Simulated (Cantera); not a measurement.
Charge: 1 mol SiC, 0.2 mol CO2, 99 mol H2, held at 1 atm.

These are equilibrium values from Cantera (NASA tables, ideal gas, pure condensed phases), not measurements of a reactor. Candidate condensed phases: C, C6H6, C7H8, C8H18, H2O, Si, SiC, SiO2; 123 gas species. Mutual solubility and eutectic melting of coexisting phases are not modelled. The tables hold silica as quartz up to 1696 K and as liquid above; real silica turns to tridymite and cristobalite and melts near 1996 K. Gases not in the tables: Si2H6 and higher silanes. Equilibrium is a limit: real reactors are often held back by kinetics, nucleation or transport.

x: gas mole fraction; n: condensed amount in mol.

| T (K) | x H2 | x CO | x CH4 | x H | x SiO | n SiC(s) | n SiO2(β-quartz) |
|---|---|---|---|---|---|---|---|
| 1423 | 0.997 | 0.00163 | 0.00159 | 6.59e-6 | 1.31e-5 | 0.881 | 0.118 |
| 1498 | 0.997 | 0.00232 | 0.000591 | 1.70e-5 | 8.82e-5 | 0.911 | 0.0798 |
| 1573 | 0.996 | 0.00271 | 0.000216 | 4.03e-5 | 0.000518 | 0.910 | 0.0387 |
| 1648 | 0.996 | 0.00294 | 0.000131 | 8.83e-5 | 0.00106 | 0.894 | 0 |
| 1723 | 0.996 | 0.00296 | ___ | ___ | 0.00106 | 0.895 | 0 |
| 1798 | 0.996 | 0.00297 | 9.71e-5 | 0.000349 | 0.00105 | 0.895 | 0 |
| 1873 | 0.995 | 0.00297 | ___ | ___ | 0.00104 | 0.895 | 0 |
| 1948 | 0.995 | 0.00298 | 7.54e-5 | 0.00112 | 0.00104 | 0.893 | 0 |

Q: Fill in the missing entries.

A: 
- 1723, x CH4: 0.000112
- 1723, x H: 0.000181
- 1873, x CH4: 8.51e-5
- 1873, x H: 0.000640
